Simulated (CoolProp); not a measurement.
A simple Rankine cycle with vinyl chloride: condensing at 309.15 K, boiler at 1.88 MPa, turbine inlet 429 K, turbine efficiency 0.6, pump efficiency 0.7, no recuperator. Each further row changes one setting.

Computed with CoolProp (reference Helmholtz-energy equation of state, Thol 2022).

```
case                             thermal efficiency (%)  net work (kJ/kg)  heat in (kJ/kg)  turbine exit temperature (K)  volume ratio over the turbine
-------------------------------  ----------------------  ----------------  ---------------  ----------------------------  -----------------------------
as stated                                           8.0              33.6              419                         381.2                           3.33
condensing temperature 301.15 K                     ___              39.5              431                           ___                            ___
boiler pressure 1.32 MPa                            6.0               ___              427                           ___                            ___
turbine efficiency 0.5                              6.6               ___              419                         386.8                            ___
```

**Question.** Complete the blanks.

**Answer.** 
- condensing temperature 301.15 K, thermal efficiency (%): 9.2
- condensing temperature 301.15 K, turbine exit temperature (K): 373.8
- condensing temperature 301.15 K, volume ratio over the turbine: 4.13
- boiler pressure 1.32 MPa, net work (kJ/kg): 25.7
- boiler pressure 1.32 MPa, turbine exit temperature (K): 396.1
- boiler pressure 1.32 MPa, volume ratio over the turbine: 2.34
- turbine efficiency 0.5, net work (kJ/kg): 27.6
- turbine efficiency 0.5, volume ratio over the turbine: 3.39
